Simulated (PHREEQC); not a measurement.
**Alkaline etch or developer**

Consider water at 25 °C with 0.297 mol KOH per kg of water. Closed to the air; pH follows from the charge balance.

All values are PHREEQC results (ion-association model, wateq4f.dat), not measurements.

This is a speciation only: nothing precipitates in the calculation.

### Question
Predict the pH, activity of water.

### Answer
pH 13.31; activity of water 0.990.
